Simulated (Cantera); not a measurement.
What does this Cantera script print?

```python
import numpy as np
import cantera as ct

gas_names = [...]  # 109 gases of nasa_gas.yaml made of C, Cl, H, Si
cond_names = """
    C(gr) C6H6(L) C7H8(L) C8H18(L),n-octa Si(cr) Si(L) SiC(b)
""".split()


# ... load() reads the species with a 1 bar reference pressure and builds the phases ...
atoms = {
    'Si(CH3)4': {'Si': 1, 'C': 4, 'H': 12},
    'HCl': {'H': 1, 'CL': 1},
    'H2': {'H': 2},
}
top_T = {'C(gr)': 4500, 'SiC(b)': 3050}  # K; cautious upper limits of use, not melting points


# ... equilibrate(T, P, feed) seeds the gas with the atoms and calls Mixture.equilibrate('TP', solver="vcs", rtol=1e-11, max_steps=5000) ...
results = []
feed = {'Si(CH3)4': 1, 'HCl': 0.056, 'H2': 560}  # mol
P = 51000  # Pa
for T in [1050, 1150, 1250, 1350, 1450, 1550, 1650, 1750, 1850, 1950, 2050]:
    mix = equilibrate(T, P, feed)
    results.append((T, P, feed, dict(zip(mix.species_names, mix.species_moles))))
    x = sorted(zip(gas.X, gas.species_names), reverse=True)
    print(f"T = {T:g} K  P = {P:g} Pa  gas = {mix.phase_moles(0):.4g} mol")
    print("   x: " + "  ".join(f"{s} {v:.3e}" for v, s in x if v > 1e-06))
    print("   condensed (mol): " + ("  ".join(f"{mix.phase(i).name} {mix.phase_moles(i):.4g}"
          for i in range(1, mix.n_phases) if mix.phase_moles(i) > 1e-12) or "none"))
```

Result:

```
T = 1050 K  P = 51000 Pa  gas = 563.1 mol
   x: H2 9.946e-01  CH4 5.328e-03  HCL 9.946e-05
   condensed (mol): SiC(b) 1
T = 1150 K  P = 51000 Pa  gas = 563.1 mol
   x: H2 9.946e-01  CH4 5.328e-03  HCL 9.946e-05
   condensed (mol): SiC(b) 1
T = 1250 K  P = 51000 Pa  gas = 563.1 mol
   x: H2 9.946e-01  CH4 5.326e-03  HCL 9.946e-05
   condensed (mol): SiC(b) 1
T = 1350 K  P = 51000 Pa  gas = 564.4 mol
   x: H2 9.970e-01  CH4 2.922e-03  HCL 9.922e-05  H 3.332e-06  C2H2,acetylene 1.235e-06
   condensed (mol): C(gr) 1.348  SiC(b) 1
T = 1450 K  P = 51000 Pa  gas = 565.1 mol
   x: H2 9.982e-01  CH4 1.678e-03  HCL 9.909e-05  H 1.323e-05  C2H2,acetylene 4.867e-06  C2H4 1.185e-06
   condensed (mol): C(gr) 2.045  SiC(b) 1
T = 1550 K  P = 51000 Pa  gas = 565.5 mol
   x: H2 9.988e-01  CH4 1.034e-03  HCL 9.903e-05  H 4.408e-05  C2H2,acetylene 1.603e-05  C2H4 1.432e-06
   condensed (mol): C(gr) 2.395  SiC(b) 1
T = 1650 K  P = 51000 Pa  gas = 565.7 mol
   x: H2 9.990e-01  CH4 6.764e-04  H 1.271e-04  HCL 9.898e-05  C2H2,acetylene 4.557e-05  CH3 1.753e-06  C2H4 1.690e-06
   condensed (mol): C(gr) 2.563  SiC(b) 0.9999
T = 1750 K  P = 51000 Pa  gas = 565.9 mol
   x: H2 9.990e-01  CH4 4.648e-04  H 3.255e-04  C2H2,acetylene 1.148e-04  HCL 9.893e-05  CH3 3.073e-06  C2H4 1.954e-06
   condensed (mol): C(gr) 2.603  SiC(b) 0.9997
T = 1850 K  P = 51000 Pa  gas = 566.1 mol
   x: H2 9.985e-01  H 7.538e-04  CH4 3.329e-04  C2H2,acetylene 2.612e-04  HCL 9.887e-05  CH3 5.062e-06  C2H4 2.222e-06  SiH2 1.267e-06
   condensed (mol): C(gr) 2.511  SiC(b) 0.9989
T = 1950 K  P = 51000 Pa  gas = 566.4 mol
   x: H2 9.975e-01  H 1.603e-03  C2H2,acetylene 5.452e-04  CH4 2.469e-04  HCL 9.875e-05  CH3 7.906e-06  SiH2 3.588e-06  C2H4 2.489e-06  Si 2.118e-06  SiH 1.156e-06
   condensed (mol): C(gr) 2.239  SiC(b) 0.996
T = 2050 K  P = 51000 Pa  gas = 566.8 mol
   x: H2 9.954e-01  H 3.169e-03  C2H2,acetylene 1.057e-03  CH4 1.885e-04  HCL 9.854e-05  CH3 1.179e-05  Si 9.950e-06  SiH2 9.159e-06  SiH 4.290e-06  C2H4 2.752e-06
   condensed (mol): C(gr) 1.697  SiC(b) 0.986
```

Method: chemical equilibrium by Gibbs-energy minimisation in Cantera with the NASA 1993 tables (ideal gas, pure condensed phases).
